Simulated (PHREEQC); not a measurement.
Consider water at 20 °C with 0.052 mol Al2(SO4)3, 0.001 mol NiCl2 and 0.29 mol HCl per kg of water. It is in equilibrium with CO2 at log p = -1 (atm). Otherwise closed; pH follows from the charge balance.

All values are PHREEQC results (ion-association model, wateq4f.dat), not measurements.

```
Item                      Result
-----------------  -------------
pH                          0.78
ionic strength     0.548 mol/kgw
activity of water          0.988
total alkalinity     -290 meq/kg
```

| species | molality | activity | log γ |
|---|---|---|---|
| Cl- | 0.292 | 0.186 | -0.194 |
| H+ | 0.216 | 0.165 | -0.118 |
| HSO4- | 0.0720 | 0.0477 | -0.179 |
| AlSO4+ | 0.0545 | 0.0361 | -0.179 |
| Al+3 | 0.0422 | 0.00369 | -1.058 |
| SO4-2 | 0.0165 | 0.00331 | -0.699 |
| Al(SO4)2- | 0.00557 | 0.00369 | -0.179 |
| CO2 | 0.00345 | 0.00392 | 0.055 |
| AlHSO4+2 | 0.00171 | 0.000507 | -0.528 |
| Ni+2 | 0.000698 | 0.000207 | -0.528 |

No solid was allowed to form. Species that the database lacks are ignored.
